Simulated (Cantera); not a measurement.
**Nitride etching: Si3N4 + HCl + H2**

Input: 1 mol Si3N4, 10 mol HCl, 0.44 mol H2, equilibrated at 0.128 Torr.

Equilibrium computed with Cantera from the NASA thermochemical tables; the gas is ideal and each condensed phase is pure. Candidate condensed phases: NH4Cl, Si, Si3N4; 28 gas species. The tables' values for SiCl3, SiCl are old estimates; treat these amounts as uncertain. Equilibrium is a limit: real reactors are often held back by kinetics, nucleation or transport.

From 1348 K to 1373 K the condensed part is Si3N4(s). From 1398 K to 1598 K nothing is condensed. The main Si-bearing gas is SiCl2 throughout.

```json
[
 {"T (K)": "1348", "x HCl": "0.351", "x H2": "0.273", "x SiCl2": "0.207", "x N2": "0.150", "x SiCl3": "0.0135", "x SiCl4": "0.00442", "x H": "9.27e-5", "n Si3N4(s)": "0.0891"},
 {"T (K)": "1373", "x HCl": "0.312", "x H2": "0.285", "x SiCl2": "0.229", "x N2": "0.161", "x SiCl3": "0.0106", "x SiCl4": "0.00229", "x H": "0.000136", "n Si3N4(s)": "0.00648"},
 {"T (K)": "1398", "x HCl": "0.311", "x H2": "0.284", "x SiCl2": "0.232", "x N2": "0.162", "x SiCl3": "0.00892", "x SiCl4": "0.00147", "x H": "0.000193", "n Si3N4(s)": "0"},
 {"T (K)": "1423", "x HCl": "0.313", "x H2": "0.282", "x SiCl2": "0.234", "x N2": "0.162", "x SiCl3": "0.00755", "x SiCl4": "0.000965", "x H": "0.000271", "n Si3N4(s)": "0"},
 {"T (K)": "1448", "x HCl": "0.315", "x H2": "0.281", "x SiCl2": "0.235", "x N2": "0.161", "x SiCl3": "0.00640", "x SiCl4": "0.000641", "x H": "0.000375", "n Si3N4(s)": "0"},
 {"T (K)": "1473", "x HCl": "0.316", "x H2": "0.280", "x SiCl2": "0.236", "x N2": "0.161", "x SiCl3": "0.00545", "x SiCl4": "0.000431", "x H": "0.000514", "n Si3N4(s)": "0"},
 {"T (K)": "1498", "x HCl": "0.316", "x H2": "0.280", "x SiCl2": "0.237", "x N2": "0.161", "x SiCl3": "0.00466", "x SiCl4": "0.000293", "x H": "0.000697", "n Si3N4(s)": "0"},
 {"T (K)": "1523", "x HCl": "0.317", "x H2": "0.279", "x SiCl2": "0.237", "x N2": "0.161", "x SiCl3": "0.00399", "x SiCl4": "0.000201", "x H": "0.000936", "n Si3N4(s)": "0"},
 {"T (K)": "1548", "x HCl": "0.317", "x H2": "0.278", "x SiCl2": "0.238", "x N2": "0.161", "x SiCl3": "0.00344", "x SiCl4": "0.000139", "x H": "0.00125", "n Si3N4(s)": "0"},
 {"T (K)": "1573", "x HCl": "0.317", "x H2": "0.278", "x SiCl2": "0.238", "x N2": "0.161", "x SiCl3": "0.00297", "x SiCl4": "9.77e-5", "x H": "0.00164", "n Si3N4(s)": "0"},
 {"T (K)": "1598", "x HCl": "0.317", "x H2": "0.277", "x SiCl2": "0.238", "x N2": "0.161", "x SiCl3": "0.00258", "x SiCl4": "6.91e-5", "x H": "0.00215", "n Si3N4(s)": "0"}
]
```
x: gas mole fraction; n: condensed amount in mol.
